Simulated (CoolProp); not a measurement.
Vapour-liquid equilibrium of dimethyl ether (1) + n-butane (2) at 0.538 MPa; x and y are mole fractions of (1).

Model: multi-fluid Helmholtz-energy mixture model, Wu 2011 and Bücker 2006; pair parameters Bell 2016, in CoolProp.

Problem. Give the bubble temperature and the first vapour's composition at x = 0.05, 0.2, 0.5. Is there an azeotrope?

Solution. x = 0.05: 322.4 K, y = 0.129; x = 0.2: 313.3 K, y = 0.400; x = 0.5: 303.0 K, y = 0.686. No azeotrope shows between x = 0.05 and 0.95.

The pair parameters rest on a limited set of measurements; away from them the model extrapolates.
